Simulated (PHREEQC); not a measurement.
A solution holds 17 mmol/kgw CuSO4 and 77 mmol/kgw KCl, at 41 °C. Closed to the air; pH follows from the charge balance.

Computed with PHREEQC (ion-association model, wateq4f.dat).

```yaml
pH: 4.64
ionic_strength: 0.122 mol/kgw
```

```json
[
 {"species": "Cl-", "molality": "0.0751", "activity": "0.0558", "log γ": "-0.129"},
 {"species": "K+", "molality": "0.0745", "activity": "0.0554", "log γ": "-0.129"},
 {"species": "Cu+2", "molality": "0.0116", "activity": "0.00427", "log γ": "-0.433"},
 {"species": "SO4-2", "molality": "0.0110", "activity": "0.00373", "log γ": "-0.470"},
 {"species": "CuSO4", "molality": "0.00351", "activity": "0.00362", "log γ": "0.012"},
 {"species": "KSO4-", "molality": "0.00246", "activity": "0.00189", "log γ": "-0.113"},
 {"species": "CuCl+", "molality": "0.00180", "activity": "0.00135", "log γ": "-0.125"},
 {"species": "CuCl2", "molality": "4.64e-5", "activity": "4.77e-5", "log γ": "0.012"}
]
```

Precipitation was switched off in this run. The solution is supersaturated, for example in Atacamite, so a real one may precipitate; this is no full list. Away from 25 °C the constants follow the database's enthalpies or fits; those with neither stay at their 25 °C values.
